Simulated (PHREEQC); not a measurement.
Solution (25 °C): 0.0048 mol/kgw CdCl2, 0.00012 mol/kgw MgSO4, 5.4e-05 mol/kgw H2SO4 and 0.0025 mol/kgw Na2SO4. Closed to the air; pH follows from the charge balance.

Equilibrium calculation in PHREEQC: ion-association model, wateq4f.dat.

```yaml
pH: 4.06
ionic_strength: 0.0173 mol/kgw
total_alkalinity: -0.108 meq/kg
```

```json
[
 {"species": "Cl-", "molality": "0.00821", "activity": "0.00718", "log γ": "-0.058"},
 {"species": "Na+", "molality": "0.00497", "activity": "0.00437", "log γ": "-0.056"},
 {"species": "Cd+2", "molality": "0.00285", "activity": "0.00169", "log γ": "-0.226"},
 {"species": "SO4-2", "molality": "0.00200", "activity": "0.00120", "log γ": "-0.221"},
 {"species": "CdCl+", "molality": "0.00132", "activity": "0.00116", "log γ": "-0.057"},
 {"species": "CdSO4", "molality": "0.000585", "activity": "0.000587", "log γ": "0.002"},
 {"species": "Mg+2", "molality": "0.000102", "activity": "6.27e-5", "log γ": "-0.213"},
 {"species": "H+", "molality": "9.65e-5", "activity": "8.63e-5", "log γ": "-0.048"},
 {"species": "CdCl2", "molality": "3.46e-5", "activity": "3.47e-5", "log γ": "0.002"},
 {"species": "NaSO4-", "molality": "2.99e-5", "activity": "2.64e-5", "log γ": "-0.054"}
]
```

This is a speciation only: nothing precipitates in the calculation.
